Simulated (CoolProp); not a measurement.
The fluid at 298.15 K and 1.61 MPa (gas) is heated at constant pressure to 337.3 K. The same conditions are run with several fluids, on thermodynamics alone (safety and materials aside).

Computed with CoolProp (reference Helmholtz-energy equation of state of each fluid (sulfur hexafluoride: Guder 2009; carbon dioxide: Span 1996; CH3F (R41): Lemmon 2006; nitrous oxide: Lemmon 2006)).

**Question.** Rank sulfur hexafluoride, carbon dioxide, CH3F (R41), nitrous oxide by heat (kJ/kg), highest first.

**Answer.** CH3F (R41) (55.1), nitrous oxide (39.1), carbon dioxide (37.9), sulfur hexafluoride (31.0)

| fluid | final density (kg/m³) |
|---|---|
| sulfur hexafluoride | 96.3 |
| carbon dioxide | 26.7 |
| CH3F (R41) | 21.5 |
| nitrous oxide | 26.9 |
